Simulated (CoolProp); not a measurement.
A closed Brayton cycle with carbon dioxide: compressor inlet 314.15 K and 8.9 MPa, high pressure 27.2 MPa, turbine inlet 955 K, compressor efficiency 0.8, turbine efficiency 0.9, recuperator effectiveness 0.95 (on enthalpy, no pinch check). Each further row changes one setting.

Computed with CoolProp (reference Helmholtz-energy equation of state, Span 1996).

```json
[
 {"case": "as stated", "thermal efficiency (%)": "41.6", "net work (kJ/kg)": "128", "compressor to turbine work": "0.25", "compressor exit (K)": "376.7", "turbine exit (K)": "809.0"},
 {"case": "turbine inlet 905 K", "thermal efficiency (%)": "40.0", "net work (kJ/kg)": "118", "compressor to turbine work": "0.26", "compressor exit (K)": "376.7", "turbine exit (K)": "764.0"},
 {"case": "compressor inlet 324.15 K", "thermal efficiency (%)": "40.0", "net work (kJ/kg)": "112", "compressor to turbine work": "0.34", "compressor exit (K)": "413.3", "turbine exit (K)": "809.0"},
 {"case": "high pressure 23.1 MPa", "thermal efficiency (%)": "40.2", "net work (kJ/kg)": "113", "compressor to turbine work": "0.23", "compressor exit (K)": "367.0", "turbine exit (K)": "829.6"},
 {"case": "recuperator effectiveness 0.5", "thermal efficiency (%)": "23.9", "net work (kJ/kg)": "128", "compressor to turbine work": "0.25", "compressor exit (K)": "376.7", "turbine exit (K)": "809.0"}
]
```
